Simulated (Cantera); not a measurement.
A closed system holds: 1 mol Si, 0.7 mol Cl₂, 3.4 mol HF, held at 452 °C and 750 Torr.

Method: chemical equilibrium by Gibbs-energy minimisation in Cantera with the NASA 1993 tables (ideal gas, pure condensed phases). Candidate condensed phases: Si; 37 gas species. Kinetics and transport are ignored.

Base state: H₂ 0.419, SiF₄ 0.274, HCl 0.258, SiCl₄ 0.0484, HF 2.69e-5, SiHCl₃ 2.42e-5, SiHF₃ 1.77e-5 (mole fractions); condensed: gas only.

Task: What changes in the equilibrium state with this change: temperature from 452 °C to 1250 °C?

Result: 
```csv
species,before,after
H₂,0.419,0.381
HCl,0.258,0.296
SiF₄,0.274,0.252
SiCl₄,0.0484,0.0244
SiF₃,<1e-9,0.0114
SiCl₂,<1e-9,0.00766
SiCl₃,4.88e-9,0.00792
```
The tables' values for SiF₃, SiCl₃, SiF₂ are old estimates; treat these amounts as uncertain.
